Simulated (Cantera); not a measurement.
Equilibrium for chemical vapour transport: TiO2 + Cl2

Input: 1 mol TiO2, 0.12 mol Cl2, held at 13.3 mbar.

These are equilibrium values from Cantera (NASA tables, ideal gas, pure condensed phases), not measurements of a reactor. Candidate condensed phases: Ti, TiCl2, TiCl3, TiCl4, TiO, TiO2, Ti2O3, Ti3O5, Ti4O7; 15 gas species. Condensed phases not in the tables: TiOCl. Equilibrium is a limit: real reactors are often held back by kinetics, nucleation or transport.

```csv
T (K),x Cl2,x Cl,x TiCl4,x O2,x ClO,x TiOCl2,x TiCl3,x O,n TiO2(rutile)
700,1.000,5.72e-6,7.36e-6,7.36e-6,3.48e-10,<1e-12,<1e-12,<1e-12,1.000
775,1.000,4.45e-5,3.28e-5,3.28e-5,3.97e-9,<1e-12,<1e-12,<1e-12,1.000
850,1.000,0.000242,0.000112,0.000112,2.95e-8,<1e-12,<1e-12,<1e-12,1.000
925,0.998,0.00100,0.000310,0.000310,1.58e-7,<1e-12,3.42e-12,2.04e-12,1.000
1000,0.995,0.00336,0.000736,0.000735,6.54e-7,1.89e-11,7.07e-11,3.69e-11,1.000
1075,0.987,0.00950,0.00154,0.00153,2.21e-6,3.46e-10,9.50e-10,4.45e-10,1.000
1150,0.971,0.0234,0.00288,0.00287,6.30e-6,4.29e-9,9.02e-9,3.86e-9,1.000
1225,0.939,0.0512,0.00489,0.00488,1.55e-5,3.85e-8,6.42e-8,2.55e-8,0.999
1300,0.884,0.101,0.00756,0.00754,3.33e-5,2.63e-7,3.58e-7,1.33e-7,0.999
1375,0.798,0.181,0.0106,0.0106,6.27e-5,1.42e-6,1.61e-6,5.67e-7,0.999
1450,0.679,0.294,0.0134,0.0133,0.000103,6.15e-6,5.96e-6,2.01e-6,0.998
1525,0.534,0.436,0.0150,0.0149,0.000147,2.20e-5,1.85e-5,6.00e-6,0.998
```
x: gas mole fraction; n: condensed amount in mol.

From 700 K to 1525 K the condensed part is TiO2(rutile). The main Ti-bearing gas is TiCl4 throughout.
